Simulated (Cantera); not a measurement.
A perfectly stirred reactor is fed with 2.99 % CH₄, 96.4 % H₂, 0.574 % N₂, at 18000 Pa; it is held at 2775 K, and followed from long to short residence time.

Model: GRI-Mech 3.0 (53 species, 325 reactions), integrated in Cantera. GRI-Mech 3.0 stops at C3 and has no aromatics, soot or wall deposition, so with more carbon than oxygen in the feed, carbon stays in small species such as C2H2 where larger ones or solid carbon would form.

x: mole fraction; the columns are a selection and need not sum to one.

```csv
τ (s),x CH₄,x H₂,x H,x HCN,x CH₂
11,8.02e-6,0.821,0.161,0.00402,9.01e-6
4.7,8.25e-6,0.821,0.161,0.00342,9.25e-6
2.1,8.62e-6,0.821,0.161,0.00271,9.64e-6
0.92,9.33e-6,0.821,0.160,0.00199,1.04e-5
0.40,1.07e-5,0.822,0.160,0.00139,?
0.18,1.33e-5,0.823,0.158,0.000964,?
0.079,1.85e-5,0.827,0.155,0.000652,?
0.035,2.94e-5,0.834,0.148,0.000425,?
0.015,5.68e-5,0.848,0.133,0.000249,?
0.0069,0.000126,0.869,0.112,0.000135,?
```

Question: Some entries are withheld; supply them.

Answer: 
- 0.40, x CH₂: 1.17e-5
- 0.18, x CH₂: 1.42e-5
- 0.079, x CH₂: 1.87e-5
- 0.035, x CH₂: 2.63e-5
- 0.015, x CH₂: 3.93e-5
- 0.0069, x CH₂: 5.80e-5
